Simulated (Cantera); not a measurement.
Feed: 1 mol c-C4F8, 0.025 mol F2, held at 0.0158 Torr.

Cantera equilibrium calculation (NASA polynomials, part measured and part estimated; ideal gas, pure solids and liquids). Candidate condensed phases: C; 13 gas species. The feed counts by its element totals alone. Rates play no part.

x: gas mole fraction; n: condensed amount in mol.

```tsv
T (°C)	x F	x C3	x C	x CF	x CF2	x C2	n C(graphite)
1950	0.968	0.000182	0.000109	0.0120	0.0196	1.60e-5	3.74
2000	0.972	0.000481	0.000255	0.0146	0.0129	4.25e-5	3.77
2050	0.972	0.00121	0.000577	0.0176	0.00853	0.000108	3.76
2100	0.969	0.00294	0.00126	0.0209	0.00571	0.000265	3.70
2150	0.961	0.00687	0.00266	0.0246	0.00385	0.000624	3.57
2200	0.947	?	?	?	?	?	?
2250	0.918	0.0337	0.0108	0.0322	0.00172	0.00312	2.71
2300	0.865	?	?	0.0351	?	?	?
2350	0.809	0.108	0.0359	0.0342	0.000622	0.0113	0
```

### Question
Fill in the missing entries.

### Answer

- 2300, x C3: 0.0713
- 2300, x C: 0.0210
- 2300, x CF2: 0.00109
- 2300, x C2: 0.00666
- 2300, n C(graphite): 1.45
- 2200, x C3: 0.0155
- 2200, x C: 0.00545
- 2200, x CF: 0.0284
- 2200, x CF2: 0.00259
- 2200, x C2: 0.00142
- 2200, n C(graphite): 3.29
